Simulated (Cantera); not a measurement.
Standard-state values (1 bar) from the NASA 1993 polynomials, evaluated with Cantera. Values are per mole of reaction as written; species without (g) are pure solids or liquids, kept so even where they would boil at 1 bar.

MgCO₃ ⇌ CO(g) + O(g) + MgO, with ΔH° = 649.1 kJ and ΔS° = 319.9 J/K at 300 K.

Q: How far is the shortcut ΔG° ≈ ΔH°(300 K) − T·ΔS°(300 K) from the full temperature-dependent value at 498, 548, 598, 648, 698, 748, 798 K?

A: 
```csv
T (K),shortcut (kJ),full (kJ),difference (kJ),difference in log10 K
498,489.8,489.5,0.4,-0.04
548,473.8,473.4,0.5,-0.05
598,457.8,457.3,0.5,-0.05
648,441.9,441.3,0.6,-0.05
698,425.9,425.3,0.6,-0.04
748,409.9,409.4,0.5,-0.03
798,393.9,393.5,0.4,-0.02
```
The shortcut ignores the heat-capacity change of the reaction.
